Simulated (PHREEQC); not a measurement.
# Geothermal or formation water (model solution)

A made-up water analysis in mmol/kgw, 5 °C, pH 6.36, pe 12.1:

```
constituent           mmol/kgw
--------------------  --------
Na                         383
K                         49.7
Ca                        9.02
Mg                        25.1
Cl                         427
S(6)                        35
Alkalinity (meq/kgw)  0.000585
B                        0.186
Ni                       0.952
Cd                       0.217
```

Valence states are taken as typed.

The numbers come from PHREEQC with the ion-association model, wateq4f.dat.

This is a speciation only: nothing precipitates in the calculation.

**Question.** Estimate the ionic strength, activity of water, charge-balance error.

**Answer.** ionic strength 0.532 mol/kgw; activity of water 0.984; charge-balance error 0.7 %.

**Question.** In which forms is Cd present?

**Answer.** CdCl+ 51 %, CdCl2 35 %, CdCl3- 6.8 %, Cd+2 5.1 %, CdSO4 1.5 % of the Cd.

Complexes and solids missing from the database can't appear. In wateq4f.dat the enthalpy of Ni(OH)2 has the wrong sign, so its saturation index can't be trusted away from 25 °C. Away from 25 °C the constants follow the database's enthalpies or fits; those with neither stay at their 25 °C values.
